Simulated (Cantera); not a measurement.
Hydrocarbon pyrolysis for carbon deposition

An isothermal, constant-pressure homogeneous reactor starts with 2.19 % C3H8, 97.8 % H2, at 1925 K and 0.987 atm.

Cantera simulation using GRI-Mech 3.0 (53 species, 325 reactions); the numbers are that mechanism's predictions, not measurements. GRI-Mech 3.0 was tuned for natural gas; its chemistry of propane as a main component is partial and can be far from experiment. GRI-Mech 3.0 stops at C3 and has no aromatics, soot or wall deposition, so with more carbon than oxygen in the feed, carbon stays in small species such as C2H2 where larger ones or solid carbon would form.

| t (s) | x C3H8 | x H2 | x C2H4 | x CH3 | x C2H2 | x C2H6 | x H |
|---|---|---|---|---|---|---|---|
| 7.00e-5 | 2.40e-9 | 0.953 | 0.00114 | 0.000591 | 0.0164 | 7.66e-6 | 0.00102 |
| 0.000184 | 1.40e-9 | 0.953 | 0.000304 | 0.000519 | 0.0174 | 5.99e-6 | 0.000911 |
| 0.000484 | 1.24e-9 | 0.954 | 0.000242 | 0.000503 | 0.0179 | 5.59e-6 | 0.000913 |
| 0.00127 | 9.84e-10 | 0.955 | 0.000242 | 0.000463 | 0.0190 | 4.74e-6 | 0.000916 |
| 0.00334 | 5.84e-10 | 0.957 | 0.000245 | 0.000383 | 0.0210 | 3.26e-6 | 0.000921 |
| 0.00878 | 2.25e-10 | 0.961 | 0.000256 | 0.000266 | 0.0240 | 1.59e-6 | 0.000930 |
| 0.0231 | 6.83e-11 | 0.964 | 0.000272 | 0.000153 | 0.0268 | 5.76e-7 | 0.000939 |
| 0.0607 | 2.91e-11 | 0.966 | 0.000284 | 9.10e-5 | 0.0283 | 2.48e-7 | 0.000945 |
| 0.159 | 2.30e-11 | 0.966 | 0.000287 | 7.65e-5 | 0.0287 | 1.96e-7 | 0.000946 |
| 0.419 | 2.29e-11 | 0.966 | 0.000287 | 7.61e-5 | 0.0287 | 1.95e-7 | 0.000947 |
| 1.10 | 2.29e-11 | 0.966 | 0.000287 | 7.61e-5 | 0.0287 | 1.95e-7 | 0.000947 |
| 2.90 | 2.29e-11 | 0.966 | 0.000287 | 7.61e-5 | 0.0287 | 1.95e-7 | 0.000947 |
| 7.61 | 2.29e-11 | 0.966 | 0.000287 | 7.61e-5 | 0.0287 | 1.95e-7 | 0.000947 |
| 20.0 | 2.29e-11 | 0.966 | 0.000287 | 7.61e-5 | 0.0287 | 1.95e-7 | 0.000947 |
x: mole fraction; the columns are a selection and need not sum to one.

Equilibrium at this temperature and pressure: C3H8 2.29e-11, H2 0.966, C2H4 0.000287, CH3 7.61e-5, C2H2 0.0287, C2H6 1.95e-7, H 0.000947 (gas phase only).
